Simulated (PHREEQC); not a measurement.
Make-up at 6.7 °C: 0.022 mol NaHCO3 and 0.02 mol K2HPO4 per kg of water. Closed to the air; pH follows from the charge balance.

Model: ion-association model, wateq4f.dat, run in PHREEQC.

This is a speciation only: nothing precipitates in the calculation.

Problem. What pH does the model give?

Solution. pH 8.62.

Problem. In which forms is Na present?

Solution. Na+ 98 %, NaHPO4- 1.5 %, NaHCO3 0.7 % of the Na.

H3PO4, which wateq4f.dat lacks, is added to it with the constant of phreeqc.dat. Away from 25 °C the constants follow the database's enthalpies or fits; those with neither stay at their 25 °C values.
